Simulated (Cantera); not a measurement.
# Stirred combustor or abatement burner

A perfectly stirred reactor is fed with CH4 : C2H6 : O2 : N2 = 1 : 0.26 : 2.97 : 11.2 (molar parts), equivalence ratio 0.98, at 0.730 atm; it is adiabatic with a 350 K inlet, and is followed from long to short residence time, starting on the burning branch (τ in s: 0.028, 0.015, 0.0076, 0.004, 0.0021, 0.0011, 0.00055, 0.00029, 0.00015, 7.7e-05, 4e-05, 2.1e-05, 1.1e-05).

Detailed kinetics in Cantera: GRI-Mech 3.0 (53 species, 325 reactions).

| τ (s) | T (K) | x CH4 | x C2H6 | x O2 | x CO2 | x H2O | x C2H2 | x O |
|---|---|---|---|---|---|---|---|---|
| 0.028 | 2180 | 7.46e-6 | 3.01e-7 | 0.0118 | 0.0824 | 0.168 | 8.24e-7 | 0.000869 |
| 0.015 | 2152 | 1.16e-5 | 5.38e-7 | 0.0133 | 0.0801 | 0.166 | 1.15e-6 | 0.00115 |
| 0.0076 | 2114 | 1.88e-5 | 9.93e-7 | 0.0150 | 0.0773 | 0.163 | 1.54e-6 | 0.00156 |
| 0.0040 | 2073 | 3.02e-5 | 1.74e-6 | 0.0169 | 0.0745 | 0.161 | 1.93e-6 | 0.00206 |
| 0.0021 | 2027 | 4.98e-5 | 3.06e-6 | 0.0189 | 0.0715 | 0.158 | 2.35e-6 | 0.00266 |
| 0.0011 | 1978 | 8.51e-5 | 5.41e-6 | 0.0211 | 0.0684 | 0.154 | 2.88e-6 | 0.00329 |
| 0.00055 | 1923 | 0.000159 | 1.03e-5 | 0.0237 | 0.0647 | 0.151 | 3.78e-6 | 0.00392 |
| 0.00029 | 1869 | 0.000304 | 1.96e-5 | 0.0268 | 0.0603 | 0.148 | 5.42e-6 | 0.00427 |
| 0.00015 | 1807 | 0.000679 | 4.34e-5 | 0.0321 | 0.0530 | 0.146 | 1.00e-5 | 0.00403 |
| 7.7e-5 | 350 | 0.0648 | 0.0169 | 0.192 | <1e-12 | <1e-12 | <1e-12 | <1e-12 |
| 4.0e-5 | 350 | 0.0648 | 0.0169 | 0.192 | <1e-12 | <1e-12 | <1e-12 | <1e-12 |
| 2.1e-5 | 350 | 0.0648 | 0.0169 | 0.192 | <1e-12 | <1e-12 | <1e-12 | <1e-12 |
| 1.1e-5 | 350 | 0.0648 | 0.0169 | 0.192 | <1e-12 | <1e-12 | <1e-12 | <1e-12 |
x: mole fraction; the columns are a selection and need not sum to one.
